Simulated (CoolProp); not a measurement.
Saturation properties of decamethylcyclopentasiloxane (D5) (Tc = 618.3 K, pc = 1.078 MPa, ω = 0.631).

Values from CoolProp's reference Helmholtz-energy equation of state, Thol 2019.

```tsv
T (K)	p (MPa)	liquid density (kg/m³)	enthalpy of vaporisation (kJ/kg)	liquid cp (kJ/(kg K))	vapour Z	surface tension (mN/m)
490.8	0.1182	734.1	107.5	2.013	0.8973	5.21
495.5	0.1312	[?]	105.8	2.022	0.8892	4.95
500.2	0.1453	721.1	104.0	2.032	0.8807	4.70
504.9	0.1606	714.4	102.2	2.042	0.8717	4.45
509.5	0.1767	707.7	100.4	2.052	0.8624	4.21
514.2	0.1944	700.7	98.53	2.063	0.8525	3.97
518.9	0.2134	693.5	96.62	2.074	0.8420	3.73
523.5	0.2333	686.3	94.70	2.085	0.8313	3.50
528.2	0.2551	678.8	92.69	2.097	0.8198	[?]
532.9	0.2784	671.0	90.63	2.109	0.8078	3.04
537.6	0.3033	663.0	88.51	2.122	0.7951	2.82
542.2	0.3292	655.0	86.37	2.136	0.7821	2.60
546.9	0.3575	646.4	84.12	2.151	0.7680	2.39
551.6	0.3876	637.5	[?]	2.166	0.7533	2.18
```

Fill in the missing entries.


- 495.5, liquid density (kg/m³): 727.6
- 528.2, surface tension (mN/m): 3.26
- 551.6, enthalpy of vaporisation (kJ/kg): 81.78

It boils at 484.1 K under 1 atm.

Surface tension comes from a separate correlation (Mulero 2014), older than this fluid's equation and unchecked against measurements.
